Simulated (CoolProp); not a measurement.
Aqueous potassium carbonate as a coolant, 7 % by mass, freezing at -2.4 °C, 1 atm.

Values from CoolProp's Melinder's fits for secondary coolants.

```
T (°C)  viscosity (mPa s)  cp (kJ/(kg K))  density (kg/m³)  Prandtl number
------  -----------------  --------------  ---------------  --------------
0.1                  2.01           3.789             1067            13.6
5.5                  1.71           3.795             1067            11.4
10.8                 1.47           3.803             1065            9.71
16.2                 1.28           3.811             1064            8.35
21.5                 1.13           3.819             1062            7.28
26.9                 1.01           3.828             1060            6.39
32.2                0.903           3.837             1058            5.66
```
